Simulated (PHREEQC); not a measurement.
0.045 g of hydrous ferric oxide (600 m²/g; 0.2 weak and 0.005 strong sites per Fe, Dzombak-Morel constants, diffuse double layer) in 1 kg of water with 0.05 mol/kgw of an inert sodium salt, at 25 °C; the pH is set by adding NaOH or the inert anion's acid. Oxygen is held at 0.21 atm. CO2 from the air is kept out. No solid was allowed to form.

Equilibrium calculation in PHREEQC: ion-association model, wateq4f.dat.

```
pH   surface charge σ (C/m²)  surface potential ψ (mV)
---  -----------------------  ------------------------
3                      0.357                       169
3.5                    0.335                       166
4                      0.294                       160
4.5                    0.238                       149
5                      0.181                       135
5.5                    0.130                       118
6                      0.089                        99
6.5                    0.058                        78
7                      0.034                        56
7.5                    0.017                        31
8                      0.003                         6
8.5                   -0.010                       -20
9                     -0.026                       -45
```

The oxide is taken as insoluble; below pH 4 it would dissolve.
